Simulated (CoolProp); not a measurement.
Vapour-liquid equilibrium of R114 (1) + n-heptane (2) at 15.65 °C; x and y are mole fractions of (1).

Computed with CoolProp (multi-fluid Helmholtz-energy mixture model, Platzer 1990 and Span 2003; pair parameters Bell 2016). This equation is an older, rougher fit; its heat capacities, sound speeds and derivatives of the liquid may be far off and weren't checked against measurements.

| x | bubble pressure, mixture model (kPa) | bubble pressure, Raoult's law (kPa) | y, mixture model | y, Raoult's law |
|---|---|---|---|---|
| 0.05 | 16.87 | 11.41 | 0.786 | 0.688 |
| 0.125 | 35.21 | 22.91 | 0.904 | 0.857 |
| 0.2 | 51.61 | 34.40 | 0.939 | 0.913 |
| 0.275 | 65.95 | 45.90 | 0.955 | 0.941 |
| 0.35 | 78.35 | 57.39 | 0.965 | 0.958 |
| 0.425 | 89.05 | 68.88 | 0.971 | 0.969 |
| 0.5 | 98.43 | 80.38 | 0.976 | 0.977 |
| 0.575 | 106.9 | 91.87 | 0.980 | 0.983 |
| 0.65 | 114.8 | 103.4 | 0.983 | 0.987 |
| 0.725 | 122.7 | 114.9 | 0.986 | 0.991 |
| 0.8 | 130.8 | 126.4 | 0.989 | 0.994 |
| 0.875 | 139.6 | 137.8 | 0.993 | 0.997 |
| 0.95 | 149.6 | 149.3 | 0.997 | 0.999 |

The largest gap from Raoult's law is +53.7 % in bubble pressure, at x = 0.125. No azeotrope shows between x = 0.05 and 0.95.

Pair parameters are fitted to limited data, so mixtures are less certain than the pure fluids. With so large a gap from Raoult's law the liquid may split in two, which this calculation doesn't test in full.
